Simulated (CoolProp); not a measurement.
Computed with CoolProp (reference Helmholtz-energy equation of state, Lemmon 2003). It is a pseudo-pure fit of the blend.

Question: For R507A, give the phase and the expansivity (1/kK), viscosity (µPa s), conductivity (mW/(m K)) at 439.9 K and 38.7 bar.

Answer: 
- 439.9 K and 38.7 bar: supercritical; expansivity 4.16, viscosity 20.2, conductivity 27.7

Viscosity comes from a separate model (Geller 2000). Thermal conductivity comes from a separate model (Geller 2001).
